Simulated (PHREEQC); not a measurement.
Dissolve 0.12 mol/kgw HF, 0.034 mol/kgw (CH3)4NF and 0.016 mol/kgw H2SO4 at 25 °C. Closed to the air; pH follows from the charge balance.

Equilibrium calculation in PHREEQC: ion-association model, wateq4f.dat.

No solid was allowed to form.

Q: Order these F species by the share of F that they hold, largest first: HF, F-, HF2-, H2F2.

A: HF (59 %), H2F2 (29 %), F- (7.0 %), HF2- (5.0 %)

The pH is 2.15 and the ionic strength 0.0539 mol/kgw. Species that the database lacks are ignored. (CH3)4N+ isn't in the database: it is added as a free cation with an ion size of 4 Å. wateq4f.dat counts part of the HF as a dimer, H2F2, which phreeqc.dat doesn't know; its constant is uncertain.
